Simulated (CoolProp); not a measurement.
The numbers come from the reference Helmholtz-energy equation of state, Setzmann 1991 in CoolProp.

Question: For methane, give the phase and the cv (kJ/(kg K)), isothermal compressibility (1/MPa), viscosity (µPa s), fugacity coefficient at 117.6 K and 1.53 bar; 117.6 K and 15.3 bar.

Answer: 
- 117.6 K and 1.53 bar: gas; cv 1.63, isothermal compressibility 6.88, viscosity 4.49, fugacity coefficient 0.955
- 117.6 K and 15.3 bar: liquid; cv 2.03, isothermal compressibility 0.00249, viscosity 105, fugacity coefficient 0.106

Viscosity comes from a separate model (Quiñones-Cisneros 2006).
